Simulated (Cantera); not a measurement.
Ammonia decomposition in nitride growth gas

An isothermal, constant-pressure homogeneous reactor starts with NH₃ : H₂ = 1 : 2 (molar parts), at 2025 K and 1.01 bar.

Cantera simulation using the gas-phase N/H chemistry of the illustrative SiF4/NH3 mechanism in the Surface Chemkin manual (1991); the numbers are that mechanism's predictions, not measurements. Walls and surfaces, which speed up NH3 decomposition in real reactors, are not modelled.

```
t (s)        x NH₃   x H₂       x H     x NH    x N₂H₄     x NH₂
--------  --------  -----  --------  -------  --------  --------
2.00e-6      0.333  0.667   7.78e-6  3.21e-9  4.52e-11   1.12e-5
1.18e-5      0.333  0.667   4.53e-5  1.38e-7   1.67e-9   6.63e-5
6.93e-5      0.333  0.667  0.000248  4.17e-6   5.03e-8  0.000363
0.000408     0.329  0.668  0.000452  1.34e-5   1.63e-7  0.000652
0.00240      0.308  0.682  0.000471  1.31e-5   1.49e-7  0.000624
0.0141       0.213  0.741  0.000576  1.17e-5   9.00e-8  0.000485
0.0833      0.0396  0.849   0.00108  6.00e-6   8.38e-9  0.000148
0.490      0.00142  0.872   0.00178  5.60e-7  2.78e-11   8.53e-6
2.89      0.000173  0.873   0.00180  6.95e-8    <1e-12   1.05e-6
17.0       2.84e-5  0.873   0.00180  1.14e-8    <1e-12   1.72e-7
100        6.76e-6  0.873   0.00180  2.71e-9    <1e-12   4.09e-8
```
x: mole fraction; the columns are a selection and need not sum to one.

Equilibrium at this temperature and pressure: NH₃ 5.62e-6, H₂ 0.873, H 0.00180, NH 2.25e-9, N₂H₄ <1e-12, NH₂ 3.40e-8 (gas phase only).
